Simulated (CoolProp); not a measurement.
CF4 (R14) along the isobar 45.9 bar: Z from the reference equation and from simpler models built on Tc = 227.4 K, pc = 37.62 bar, ω = 0.178; each cubic takes its own stable root.

Computed with CoolProp (reference Helmholtz-energy equation of state, Platzer 1990). This equation is an older, rougher fit; its heat capacities, sound speeds and derivatives of the liquid may be far off and weren't checked against measurements.

```json
[
 {"T (K)": "204.3", "phase": "liquid", "reference": "0.1895"},
 {"T (K)": "231.2", "phase": "supercritical", "reference": "0.2506"},
 {"T (K)": "258.1", "phase": "supercritical", "reference": "0.6791"},
 {"T (K)": "285", "phase": "supercritical", "reference": "0.7977"},
 {"T (K)": "311.8", "phase": "supercritical", "reference": "0.8633"},
 {"T (K)": "338.7", "phase": "supercritical", "reference": "0.9060"},
 {"T (K)": "365.6", "phase": "supercritical", "reference": "0.9360"},
 {"T (K)": "392.5", "phase": "supercritical", "reference": "0.9578"},
 {"T (K)": "419.4", "phase": "supercritical", "reference": "0.9743"},
 {"T (K)": "446.2", "phase": "supercritical", "reference": "0.9870"},
 {"T (K)": "473.1", "phase": "supercritical", "reference": "0.9969"},
 {"T (K)": "500", "phase": "supercritical", "reference": "1.005"}
]
```

Q: How far does each simpler model (van der Waals, Redlich-Kwong, Soave-Redlich-Kwong) lie from the reference over these 12 states: mean and median of the absolute difference, and the worst?

A: 
- van der Waals: mean 9.9 %, median 4.3 %, worst +46.4 % at 204.3 K and 45.9 bar
- Redlich-Kwong: mean 4.1 %, median 2.3 %, worst +15.1 % at 231.2 K and 45.9 bar
- Soave-Redlich-Kwong: mean 3.0 %, median 1.3 %, worst +18.0 % at 231.2 K and 45.9 bar
